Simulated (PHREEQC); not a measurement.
2.3 g of hydrous ferric oxide (600 m²/g; 0.2 weak and 0.005 strong sites per Fe, Dzombak-Morel constants, diffuse double layer) in 1 kg of water with 0.005 mol/kgw of an inert sodium salt and 0.0091 mol/kgw BaCl2, at 25 °C; the pH is set by adding NaOH or the inert anion's acid. O2 is buffered at 0.21 atm. CO2 from the air is kept out. Precipitation was switched off in this run.

All values are PHREEQC results (ion-association model, wateq4f.dat), not measurements.

```json
[
 {"pH": "3", "Ba sorbed (%)": "0.0", "surface charge σ (C/m²)": "0.352", "surface potential ψ (mV)": "178"},
 {"pH": "3.5", "Ba sorbed (%)": "0.0", "surface charge σ (C/m²)": "0.324", "surface potential ψ (mV)": "174"},
 {"pH": "4", "Ba sorbed (%)": "0.0", "surface charge σ (C/m²)": "0.277", "surface potential ψ (mV)": "166"},
 {"pH": "4.5", "Ba sorbed (%)": "0.0", "surface charge σ (C/m²)": "0.219", "surface potential ψ (mV)": "155"},
 {"pH": "5", "Ba sorbed (%)": "0.0", "surface charge σ (C/m²)": "0.162", "surface potential ψ (mV)": "140"},
 {"pH": "5.5", "Ba sorbed (%)": "0.1", "surface charge σ (C/m²)": "0.115", "surface potential ψ (mV)": "122"},
 {"pH": "6", "Ba sorbed (%)": "0.3", "surface charge σ (C/m²)": "0.078", "surface potential ψ (mV)": "103"},
 {"pH": "6.5", "Ba sorbed (%)": "0.9", "surface charge σ (C/m²)": "0.051", "surface potential ψ (mV)": "83"},
 {"pH": "7", "Ba sorbed (%)": "1.3", "surface charge σ (C/m²)": "0.031", "surface potential ψ (mV)": "61"},
 {"pH": "7.5", "Ba sorbed (%)": "1.5", "surface charge σ (C/m²)": "0.016", "surface potential ψ (mV)": "37"},
 {"pH": "8", "Ba sorbed (%)": "2.2", "surface charge σ (C/m²)": "0.005", "surface potential ψ (mV)": "12"},
 {"pH": "8.5", "Ba sorbed (%)": "5.9", "surface charge σ (C/m²)": "-0.003", "surface potential ψ (mV)": "-7"},
 {"pH": "9", "Ba sorbed (%)": "13.8", "surface charge σ (C/m²)": "-0.006", "surface potential ψ (mV)": "-15"}
]
```

The oxide is taken as insoluble; below pH 4 it would dissolve.
